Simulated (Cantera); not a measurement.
# Transport properties of process gases

Gas mixture: CH3OH = 0.79 (molar parts), at 2.20 bar, frozen composition.

Cantera's kinetic-theory transport with the Lennard-Jones parameters of GRI-Mech 3.0, ideal gas; thermal conductivity in the mixture-averaged form. Polar gases are described roughly by these parameters. The composition is frozen, though it would react at the higher temperatures.

```json
[
 {"T (K)": "400", "ρ (kg/m³)": "2.12", "cp (J/kg/K)": "1604", "μ (µPa s)": "13.1", "λ (mW/m/K)": "28.2", "Pr": "0.745", "D (cm²/s) C2H2": "0.0938", "D (cm²/s) NO": "0.120", "D (cm²/s) CH3": "0.130"},
 {"T (K)": "600", "ρ (kg/m³)": "1.41", "cp (J/kg/K)": "2101", "μ (µPa s)": "19.7", "λ (mW/m/K)": "55.5", "Pr": "0.746", "D (cm²/s) C2H2": "0.203", "D (cm²/s) NO": "0.251", "D (cm²/s) CH3": "0.277"},
 {"T (K)": "800", "ρ (kg/m³)": "1.06", "cp (J/kg/K)": "2491", "μ (µPa s)": "25.8", "λ (mW/m/K)": "85.9", "Pr": "0.747", "D (cm²/s) C2H2": "0.343", "D (cm²/s) NO": "0.416", "D (cm²/s) CH3": "0.464"},
 {"T (K)": "1000", "ρ (kg/m³)": "0.848", "cp (J/kg/K)": "2798", "μ (µPa s)": "31.3", "λ (mW/m/K)": "117", "Pr": "0.751", "D (cm²/s) C2H2": "0.510", "D (cm²/s) NO": "0.611", "D (cm²/s) CH3": "0.686"},
 {"T (K)": "1200", "ρ (kg/m³)": "0.707", "cp (J/kg/K)": "3031", "μ (µPa s)": "36.4", "λ (mW/m/K)": "147", "Pr": "0.752", "D (cm²/s) C2H2": "0.702", "D (cm²/s) NO": "0.834", "D (cm²/s) CH3": "0.939"},
 {"T (K)": "1400", "ρ (kg/m³)": "0.606", "cp (J/kg/K)": "3214", "μ (µPa s)": "41.1", "λ (mW/m/K)": "176", "Pr": "0.751", "D (cm²/s) C2H2": "0.916", "D (cm²/s) NO": "1.08", "D (cm²/s) CH3": "1.22"},
 {"T (K)": "1600", "ρ (kg/m³)": "0.530", "cp (J/kg/K)": "3357", "μ (µPa s)": "45.4", "λ (mW/m/K)": "203", "Pr": "0.750", "D (cm²/s) C2H2": "1.15", "D (cm²/s) NO": "1.36", "D (cm²/s) CH3": "1.53"}
]
```
D: mixture-averaged diffusion coefficient of that species in the mixture.
